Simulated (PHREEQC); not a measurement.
Metal-bearing waste water

A solution holds 0.01 mol/kgw ZnSO4, 0.0006 mol/kgw CuCl2, 0.029 mol/kgw HCl and 0.00018 mol/kgw Na2SO4, at 83 °C. Closed to the air; pH follows from the charge balance.

All values are PHREEQC results (ion-association model, phreeqc.dat), not measurements.

Each row changes one thing in this solution. This is a speciation only: nothing precipitates in the calculation.

```csv
case,pH,ionic strength (mol/kgw),Cl- (mol/kgw),HSO4- (mol/kgw),Zn+2 (mol/kgw),ZnCl+ (mol/kgw),SI of Halite (NaCl)
as made,1.74,0.0486,0.0280,0.00752,0.00719,0.00196,-6.80
Na2SO4 from 0.00018 to 0.0018 mol/kgw,1.77,0.0508,0.0280,0.00858,0.00710,0.00192,-5.80
Na2SO4 from 0.00018 to 0.00027 mol/kgw,1.75,0.0487,0.0280,0.00758,0.00718,0.00196,-6.62
temperature from 83 to 40 °C,1.70,0.0537,0.0296,0.00519,0.00801,0.000533,-6.74
0.039 mol/kgw AlCl3 added,1.70,0.252,0.142,0.00283,0.00537,0.00413,-6.23
0.0018 mol/kgw HF added,1.74,0.0486,0.0280,0.00752,0.00719,0.00196,-6.80
CuCl2 left out,1.74,0.0472,0.0270,0.00754,0.00722,0.00192,-6.81
temperature from 83 to 20 °C,1.68,0.0556,0.0299,0.00425,0.00815,0.000237,[?]
0.046 mol/kgw AlCl3 added,[?],0.292,0.163,0.00261,0.00516,0.00428,-6.18
```

Task: What belongs in the gaps?

Result: 
- temperature from 83 to 20 °C, SI of Halite (NaCl): -6.72
- 0.046 mol/kgw AlCl3 added, pH: 1.69

Species that the database lacks are ignored. At this temperature some constants are extrapolated from 25 °C, and those without enthalpy data are left unchanged.
